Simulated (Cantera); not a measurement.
Pyrogenic steam for wet oxidation

An isothermal, constant-pressure homogeneous reactor starts with 5.13 % H2, 24.4 % O2, 70.5 % N2, at 800 K and 82.5 Torr.

Detailed kinetics in Cantera: the H2/O2 subset of GRI-Mech 3.0, which has no nitrogen chemistry. Radical loss at walls, strong at low pressure, is not modelled. Below about 950 K walls govern HO2 and H2O2 in real vessels. The temperature is held fixed by assumption; the heat of reaction is taken as removed at once.

| t (s) | x H2 | x O2 | x HO2 | x O | x H |
|---|---|---|---|---|---|
| 1.00e-5 | 0.0513 | 0.244 | <1e-12 | <1e-12 | <1e-12 |
| 4.90e-5 | 0.0513 | 0.244 | <1e-12 | <1e-12 | <1e-12 |
| 0.000240 | 0.0513 | 0.244 | <1e-12 | <1e-12 | <1e-12 |
| 0.00118 | 0.0513 | 0.244 | 3.33e-12 | <1e-12 | <1e-12 |
| 0.00577 | 0.0513 | 0.244 | 1.32e-10 | 9.71e-12 | 1.80e-11 |
| 0.0283 | 0.0512 | 0.244 | 1.42e-5 | 1.60e-6 | 3.31e-6 |
| 0.139 | 0.0173 | 0.230 | 1.19e-5 | 3.77e-8 | 2.75e-8 |
| 0.679 | 0.0173 | 0.230 | 5.49e-6 | 2.00e-8 | 1.35e-8 |
| 3.33 | 0.0169 | 0.230 | 6.96e-6 | 3.09e-8 | 2.18e-8 |
| 16.3 | 0.0139 | 0.229 | 7.84e-6 | 3.60e-8 | 2.46e-8 |
| 80.0 | 0.00502 | 0.226 | 5.04e-6 | 2.77e-8 | 8.70e-9 |
x: mole fraction; the columns are a selection and need not sum to one.

Equilibrium at this temperature and pressure: H2 <1e-12, O2 0.224, HO2 7.50e-12, O <1e-12, H <1e-12 (gas phase only).
